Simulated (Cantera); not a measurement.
A closed system holds: 1 mol CaF2, 0.37 mol N2, 2.7 mol H2, held at 1075 K and 1.00 bar.

These are equilibrium values from Cantera (NASA tables, ideal gas, pure condensed phases), not measurements of a reactor. Candidate condensed phases: Ca, CaF2; 25 gas species. Equilibrium is a limit: real reactors are often held back by kinetics, nucleation or transport.

Base state: H2 0.879, N2 0.120, NH3 0.000105 (mole fractions); condensed: CaF2(s).

Problem. What changes in the equilibrium state with this change: CaF2 replaced by KCl?

Solution. 
| species | before | after |
|---|---|---|
| H2 | 0.879 | 0.879 |
| N2 | 0.120 | 0.120 |
| KCl | 0 | 0.000684 |
| K2Cl2 | 0 | 0.000312 |
| NH3 | 0.000105 | 0.000105 |
| CaF2(s), mol | 1.00 | 0 |
| KCl(l), mol | 0 | 0.996 |
Further candidate phases: K, KCl, NH4Cl.

Problem. What changes in the equilibrium state with this change: temperature from 1075 K to 700 K?

Solution. 
| species | before | after |
|---|---|---|
| H2 | 0.879 | 0.878 |
| N2 | 0.120 | 0.120 |
| NH3 | 0.000105 | 0.00266 |
| CaF2(s), mol | 1.00 | 1.00 |
